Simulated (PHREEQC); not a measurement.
Dissolve 0.081 mol/kgw Pb(NO3)2 and 0.013 mol/kgw HF at 40 °C. Closed to the air; pH follows from the charge balance.

The numbers come from PHREEQC with the ion-association model, wateq4f.dat.

Problem. The ionic strength comes out as 0.187 mol/kgw. What activity coefficients do PbF+, F-, PbNO3+, H+, Pb+2 get?

Solution. PbF+ 0.74, F- 0.71, PbNO3+ 0.74, H+ 0.80, Pb+2 0.31.

This is a speciation only: nothing precipitates in the calculation. Examples of supersaturated solids here: PbF2. Others may be too. Species that the database lacks are ignored. Constants without temperature data keep their 25 °C values here.
